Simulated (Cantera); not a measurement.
A closed system holds: 1 mol borazine, 50 mol H₂.

Cantera equilibrium calculation (NASA polynomials, part measured and part estimated; ideal gas, pure solids and liquids). Candidate condensed phases: B, BN; 15 gas species. The feed counts by its element totals alone. Mutual solubility and eutectic melting of coexisting phases are not modelled. The numbers say what is thermodynamically allowed, not how fast it happens.

Stable condensed phases, one row left out:

```
T in °C \ P in Pa
             10     32    100    320   1000   3200  10000  32000 100000
   1325       A      A      A      A      B      B      B      B      B
   1300       A      A      A      B      B      B      B      B      B
   1275       A      A      A      B      B      B      B      B      B
   1250       A      A      A      B      B      B      B      B      B
   1225       A      A      B      B      B      B      B      B      B
   1200       A      A      B      B      B      B      B      B      B
   1175       A      B      B      B      B      B      B      B      B
   1125       B      B      B      B      B      B      B      B      B
   1100       B      B      B      B      B      B      B      B      B
   1075       B      B      B      B      B      B      B      B      B
   1050       B      B      B      B      B      B      B      B      B
```

A: B + BN; B: BN.

Question: Give the row for 1150 °C.

Answer: 10: B + BN; 32: BN; 100: BN; 320: BN; 1000: BN; 3200: BN; 10000: BN; 32000: BN; 100000: BN.
